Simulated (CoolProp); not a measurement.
Model: reference Helmholtz-energy equation of state, Lemmon 2006, in CoolProp. It is a short technical equation, of lower accuracy than the large ones.

Q: Give the vapour pressure (MPa), vapour density (kg/m³), surface tension (mN/m), vapour viscosity (µPa s) of saturated toluene at 392.6, 408.9, 441.4 K.

A: 
```tsv
T (K)	p (MPa)	vapour density (kg/m³)	surface tension (mN/m)	vapour viscosity (µPa s)
392.6	0.129	3.84	16.9	8.99
408.9	0.197	5.70	15.1	9.33
441.4	0.409	11.5	11.8	10.0
```

Viscosity comes from a separate model (Avgeri 2015). Surface tension comes from a separate correlation (Mulero 2012).
